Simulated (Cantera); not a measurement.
## Adiabatic ignition

An adiabatic, constant-volume homogeneous reactor starts with 1.88 % CH₄, 11.4 % O₂, 86.7 % N₂, at 1450 K and 10.0 bar.

Cantera simulation using GRI-Mech 3.0 (53 species, 325 reactions); the numbers are that mechanism's predictions, not measurements.

```json
[
 {"t (s)": "4.00e-6", "T (K)": "1450", "P (bar)": "10.00", "x CH₄": "0.0188", "x O₂": "0.114", "x CO": "2.53e-11", "x CH₃": "3.21e-7", "x HO₂": "1.94e-7", "x C₂H": "<1e-12", "x NO₂": "<1e-12"},
 {"t (s)": "1.73e-5", "T (K)": "1450", "P (bar)": "10.00", "x CH₄": "0.0188", "x O₂": "0.114", "x CO": "2.59e-9", "x CH₃": "1.91e-6", "x HO₂": "7.61e-7", "x C₂H": "<1e-12", "x NO₂": "<1e-12"},
 {"t (s)": "7.46e-5", "T (K)": "1450", "P (bar)": "10.0", "x CH₄": "0.0188", "x O₂": "0.114", "x CO": "7.08e-7", "x CH₃": "1.96e-5", "x HO₂": "2.43e-6", "x C₂H": "<1e-12", "x NO₂": "<1e-12"},
 {"t (s)": "0.000322", "T (K)": "1484", "P (bar)": "10.2", "x CH₄": "0.0149", "x O₂": "0.111", "x CO": "0.00130", "x CH₃": "0.000189", "x HO₂": "7.85e-5", "x C₂H": "1.48e-11", "x NO₂": "1.11e-11"},
 {"t (s)": "0.00139", "T (K)": "1984", "P (bar)": "13.7", "x CH₄": "<1e-12", "x O₂": "0.0762", "x CO": "2.14e-5", "x CH₃": "<1e-12", "x HO₂": "1.46e-6", "x C₂H": "<1e-12", "x NO₂": "3.91e-8"},
 {"t (s)": "0.00600", "T (K)": "1984", "P (bar)": "13.7", "x CH₄": "<1e-12", "x O₂": "0.0762", "x CO": "2.14e-5", "x CH₃": "<1e-12", "x HO₂": "1.46e-6", "x C₂H": "<1e-12", "x NO₂": "1.16e-7"},
 {"t (s)": "0.0259", "T (K)": "1984", "P (bar)": "13.7", "x CH₄": "<1e-12", "x O₂": "0.0762", "x CO": "2.14e-5", "x CH₃": "<1e-12", "x HO₂": "1.46e-6", "x C₂H": "<1e-12", "x NO₂": "4.46e-7"},
 {"t (s)": "0.112", "T (K)": "1983", "P (bar)": "13.7", "x CH₄": "<1e-12", "x O₂": "0.0760", "x CO": "2.12e-5", "x CH₃": "<1e-12", "x HO₂": "1.45e-6", "x C₂H": "<1e-12", "x NO₂": "1.82e-6"},
 {"t (s)": "0.483", "T (K)": "1979", "P (bar)": "13.7", "x CH₄": "<1e-12", "x O₂": "0.0754", "x CO": "2.06e-5", "x CH₃": "<1e-12", "x HO₂": "1.42e-6", "x C₂H": "<1e-12", "x NO₂": "6.83e-6"},
 {"t (s)": "2.08", "T (K)": "1972", "P (bar)": "13.6", "x CH₄": "<1e-12", "x O₂": "0.0742", "x CO": "1.96e-5", "x CH₃": "<1e-12", "x HO₂": "1.36e-6", "x C₂H": "<1e-12", "x NO₂": "1.57e-5"},
 {"t (s)": "9.00", "T (K)": "1971", "P (bar)": "13.6", "x CH₄": "<1e-12", "x O₂": "0.0740", "x CO": "1.94e-5", "x CH₃": "<1e-12", "x HO₂": "1.35e-6", "x C₂H": "<1e-12", "x NO₂": "1.75e-5"}
]
```
x: mole fraction; the columns are a selection and need not sum to one.

- time of steepest temperature rise: 0.362 ms
- temperature at 9.00 s: 1971 K
- equilibrium temperature: 1971 K
- x(CH₄) at 9.00 s: <1e-12 (gas-phase equilibrium <1e-12)
- x(O₂) at 9.00 s: 0.0740 (gas-phase equilibrium 0.0740)
- x(CO) at 9.00 s: 1.94e-5 (gas-phase equilibrium 1.94e-5)
